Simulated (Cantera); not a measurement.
Charge: 1 mol S, 0.74 mol SO₂, 0.19 mol O₂, at 900 K and 1.90e7 Pa.

Cantera equilibrium calculation (NASA polynomials, part measured and part estimated; ideal gas, pure solids and liquids). Candidate condensed phases: S; 10 gas species. The ideal-gas law is rough above about 30 bar. Gases not in the tables: S₃ to S₇. The numbers say what is thermodynamically allowed, not how fast it happens.

Base state: SO₂ 0.983, S₂ 0.00703, S₂O 0.00548, S₈ 0.00482 (mole fractions); condensed: S(l).

What changes in the equilibrium state with this change: S replaced by NH₃?


```csv
species,before,after
H₂O,0,0.568
N₂,0,0.217
SO₂,0.983,0.119
H₂S,0,0.0826
H₂,0,0.000159
S₂O,0.00548,0.00190
S₂,0.00703,0.00703
"S(l), mol",0.753,0.146
```
Further candidate phases: H₂O, H₂SO₄.
